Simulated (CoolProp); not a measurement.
m-xylene along the isobar 0.101 MPa: Z from the reference equation and from simpler models built on Tc = 616.9 K, pc = 3.535 MPa, ω = 0.326; each cubic takes its own stable root.

The numbers come from the reference Helmholtz-energy equation of state, Zhou 2012 in CoolProp.

```json
[
 {"T (K)": "329.7", "phase": "liquid", "reference": "0.004699", "van der Waals": "0.9632", "Peng-Robinson": "0.004828"},
 {"T (K)": "338.7", "phase": "liquid", "reference": "0.004618", "van der Waals": "0.9654", "Peng-Robinson": "0.004737"},
 {"T (K)": "347.7", "phase": "liquid", "reference": "0.004543", "van der Waals": "0.9674", "Peng-Robinson": "0.004653"},
 {"T (K)": "356.7", "phase": "liquid", "reference": "0.004474", "van der Waals": "0.9692", "Peng-Robinson": "0.004574"},
 {"T (K)": "365.7", "phase": "liquid", "reference": "0.004409", "van der Waals": "0.9709", "Peng-Robinson": "0.004502"},
 {"T (K)": "374.7", "phase": "liquid", "reference": "0.004348", "van der Waals": "0.9725", "Peng-Robinson": "0.004436"},
 {"T (K)": "383.7", "phase": "liquid", "reference": "0.004292", "van der Waals": "0.9739", "Peng-Robinson": "0.004375"},
 {"T (K)": "392.7", "phase": "liquid", "reference": "0.004240", "van der Waals": "0.9753", "Peng-Robinson": "0.004319"},
 {"T (K)": "401.7", "phase": "liquid", "reference": "0.004193", "van der Waals": "0.9765", "Peng-Robinson": "0.004269"},
 {"T (K)": "410.7", "phase": "liquid", "reference": "0.004149", "van der Waals": "0.9777", "Peng-Robinson": "0.004224"},
 {"T (K)": "419.7", "phase": "gas", "reference": "0.9598", "van der Waals": "0.9788", "Peng-Robinson": "0.9651"}
]
```

At some of these states van der Waals gives the other phase, because its saturation line lies elsewhere.
